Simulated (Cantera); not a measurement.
Source: NASA polynomial tables (part measured, part estimated), evaluated in Cantera. Values are per mole of reaction as written; species without (g) are pure solids or liquids, kept so even where they would boil at 1 bar. ZrN: taken at fixed stoichiometry.

Q: Between 2125 and 2625 K, where is each reaction favourable under standard conditions?
- 3 H2O(g) + ZrN ⇌ NO(g) + 3 H2(g) + ZrO2(g)

A: 
- 3 H2O(g) + ZrN ⇌ NO(g) + 3 H2(g) + ZrO2(g): ΔG° is 292 kJ at 2125 K and 152 kJ at 2625 K; it stays positive (K < 1). ΔH° is 883 kJ and ΔS° 279 J/K at 2625 K.
